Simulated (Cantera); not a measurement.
C2H2 + CO2 + H2 (carbon deposition, reforming and gasification)

Charge: 1 mol C2H2, 0.17 mol CO2, 97 mol H2, held at 10.0 Torr.

Method: chemical equilibrium by Gibbs-energy minimisation in Cantera with the NASA 1993 tables (ideal gas, pure condensed phases). Candidate condensed phases: C, C6H6, C7H8, C8H18, H2O; 110 gas species. Rates play no part.

From 1350 K to 2150 K the condensed part is C(graphite). The main C-bearing gas is CO at 1350 K and C2H2 (acetylene) at 2150 K.

```
T (K)   x H2       x H     x CO  x C2H2 (acetylene)  n C(graphite)
-----  -----  --------  -------  ------------------  -------------
1350   0.996   2.06e-5  0.00346             1.23e-6           1.82
1450   0.996   8.18e-5  0.00346             4.86e-6           1.82
1550   0.996  0.000272  0.00346             1.60e-5           1.82
1650   0.996  0.000785  0.00346             4.54e-5           1.82
1750   0.994   0.00201  0.00345            0.000114           1.81
1850   0.992   0.00465  0.00345            0.000259           1.78
1950   0.986   0.00986  0.00344            0.000539           1.72
2050   0.976    0.0194  0.00342             0.00104           1.62
2150   0.959    0.0358  0.00340             0.00186           1.46
```
x: gas mole fraction; n: condensed amount in mol.
